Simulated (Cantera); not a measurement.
Source: NASA polynomial tables (part measured, part estimated), evaluated in Cantera. Values are per mole of reaction as written; species without (g) are pure solids or liquids, kept so even where they would boil at 1 bar. TiC: taken at fixed stoichiometry.

5 TiC + 3 NH3(g) ⇌ 5 Ti + 3 HCN(g) + 2 CH3(g), with ΔH° = 1757.2 kJ and ΔS° = 447.9 J/K at 300 K.

Task: How far is the shortcut ΔG° ≈ ΔH°(300 K) − T·ΔS°(300 K) from the full temperature-dependent value at 1725, 1750, 1775, 1800, 1825 K?

Result: 
```
T (K)  shortcut (kJ)  full (kJ)  difference (kJ)  difference in log10 K  condensed phases
-----  -------------  ---------  ---------------  ---------------------  ----------------
1725           984.5      963.5             21.0                  -0.64     TiC(s), Ti(β)
1750           973.3      951.7             21.7                  -0.65     TiC(s), Ti(β)
1775           962.1      939.8             22.3                  -0.66     TiC(s), Ti(β)
1800           950.9      928.0             22.9                  -0.67     TiC(s), Ti(β)
1825           939.7      916.2             23.6                  -0.67     TiC(s), Ti(β)
```
The shortcut ignores heat capacities and the phase changes listed.
